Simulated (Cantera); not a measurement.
An adiabatic, constant-volume homogeneous reactor starts with 18.7 % CO, 18.3 % H₂, 13.2 % O₂, 49.7 % N₂, at 1600 K and 0.365 atm.

Cantera simulation using GRI-Mech 3.0 (53 species, 325 reactions); the numbers are that mechanism's predictions, not measurements.

x: mole fraction; the columns are a selection and need not sum to one.

| t (s) | T (K) | P (bar) | x CO | x H₂ | x O₂ | x HO₂ | x NO₂ |
|---|---|---|---|---|---|---|---|
| 2.00e-6 | 1600 | 0.370 | 0.187 | 0.183 | 0.132 | 3.36e-7 | <1e-12 |
| 4.60e-6 | 1600 | 0.370 | 0.187 | 0.183 | 0.132 | 7.29e-7 | <1e-12 |
| 1.06e-5 | 1600 | 0.370 | 0.187 | 0.183 | 0.132 | 1.63e-6 | <1e-12 |
| 2.43e-5 | 1608 | 0.372 | 0.186 | 0.168 | 0.125 | 1.10e-5 | <1e-12 |
| 5.58e-5 | 1899 | 0.435 | 0.133 | 0.0382 | 0.0345 | 4.81e-6 | 3.94e-10 |
| 0.000128 | 2213 | 0.496 | 0.132 | 0.0414 | 0.0293 | 3.40e-6 | … |
| 0.000295 | 2601 | 0.568 | 0.136 | 0.0398 | 0.0247 | 3.41e-6 | … |
| 0.000678 | 2868 | 0.615 | 0.135 | 0.0371 | 0.0199 | 5.63e-6 | … |
| 0.00156 | 2881 | 0.617 | 0.135 | 0.0373 | 0.0183 | 5.53e-6 | … |
| 0.00358 | 2878 | 0.616 | 0.135 | 0.0376 | 0.0176 | 5.36e-6 | 1.38e-6 |
| 0.00823 | 2878 | 0.616 | 0.135 | 0.0376 | 0.0176 | 5.35e-6 | 1.40e-6 |
| 0.0189 | 2878 | 0.616 | 0.135 | 0.0376 | 0.0176 | 5.35e-6 | 1.40e-6 |
| 0.0435 | 2878 | 0.616 | 0.135 | 0.0376 | 0.0176 | 5.35e-6 | 1.40e-6 |
| 0.100 | 2878 | 0.616 | 0.135 | 0.0376 | 0.0176 | 5.35e-6 | 1.40e-6 |

**Question.** Fill in the missing entries.

**Answer.** 
- 0.000128, x NO₂: 2.39e-9
- 0.000295, x NO₂: 2.84e-8
- 0.000678, x NO₂: 3.98e-7
- 0.00156, x NO₂: 1.08e-6
